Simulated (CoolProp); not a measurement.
Ethylbenzene along the isotherm 311 K: fugacity coefficient from the reference equation and from simpler models built on Tc = 617.1 K, pc = 3622 kPa, ω = 0.304; each cubic takes its own stable root.

Model: reference Helmholtz-energy equation of state, Zhou 2012, in CoolProp.

| p (kPa) | phase | reference |
|---|---|---|
| 17.2 | liquid | 0.1493 |
| 25.9 | liquid | 0.09922 |
| 39.1 | liquid | 0.06577 |
| 59 | liquid | 0.04363 |
| 89 | liquid | 0.02896 |
| 134 | liquid | 0.01928 |
| 203 | liquid | 0.01277 |
| 306 | liquid | 0.008512 |
| 461 | liquid | 0.005693 |
| 695 | liquid | 0.003819 |
| 1050 | liquid | 0.002571 |
| 1580 | liquid | 0.001753 |
| 2390 | liquid | 0.001205 |
| 3600 | liquid | 0.0008479 |
| 5430 | liquid | 0.0006138 |

Question: How far does each simpler model (van der Waals, Soave-Redlich-Kwong, Peng-Robinson) lie from the reference over these 15 states: mean and median of the absolute difference, and the worst?

Answer: 
- van der Waals: mean 3256.5 %, median 3873.2 %, worst +4645.8 % at 311 K and 5430 kPa
- Soave-Redlich-Kwong: mean 1.8 %, median 2.1 %, worst -2.3 % at 311 K and 17.2 kPa
- Peng-Robinson: mean 5.8 %, median 5.8 %, worst +6.1 % at 311 K and 5430 kPa

At some of these states van der Waals gives the other phase, because its saturation line lies elsewhere.
